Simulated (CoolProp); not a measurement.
A simple Rankine cycle with R236EA: condensing at 326.15 K, boiler at 2.14 MPa, turbine inlet 403.1 K, turbine efficiency 0.8, pump efficiency 0.7, no recuperator. Each further row changes one setting.

The numbers come from the reference Helmholtz-energy equation of state, Rui 2013 in CoolProp.

```
case                             thermal efficiency (%)  net work (kJ/kg)  heat in (kJ/kg)  turbine exit temperature (K)  volume ratio over the turbine
-------------------------------  ----------------------  ----------------  ---------------  ----------------------------  -----------------------------
as stated                                           9.4              18.2              194                         362.7                           5.05
condensing temperature 318.15 K                     ___              21.4              204                         357.9                           6.40
boiler pressure 1.5 MPa                             7.5              15.3              204                         376.0                           3.22
turbine efficiency 0.7                              8.1               ___              194                           ___                           5.10
```

**Question.** Complete the blanks.

**Answer.** 
- condensing temperature 318.15 K, thermal efficiency (%): 10.5
- turbine efficiency 0.7, net work (kJ/kg): 15.7
- turbine efficiency 0.7, turbine exit temperature (K): 365.2
